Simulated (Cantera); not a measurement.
Feed: 1 mol AlN, 9 mol O2, 1.9 mol N2, equilibrated at 675 °C and 0.00150 bar.

These are equilibrium values from Cantera (NASA tables, ideal gas, pure condensed phases), not measurements of a reactor. Candidate condensed phases: Al, AlN, Al2O3; 16 gas species. The numbers say what is thermodynamically allowed, not how fast it happens.

Base state: O2 0.775, N2 0.225, NO 1.76e-5 (mole fractions); condensed: Al2O3(s).

Problem. What changes in the equilibrium state with this change: temperature from 675 °C to 1427 °C?

Solution. 
| species | before | after |
|---|---|---|
| O2 | 0.775 | 0.772 |
| N2 | 0.225 | 0.224 |
| NO | 1.76e-5 | 0.00296 |
| O | <1e-9 | 0.00101 |
| Al2O3(s), mol | 0.500 | 0.500 |
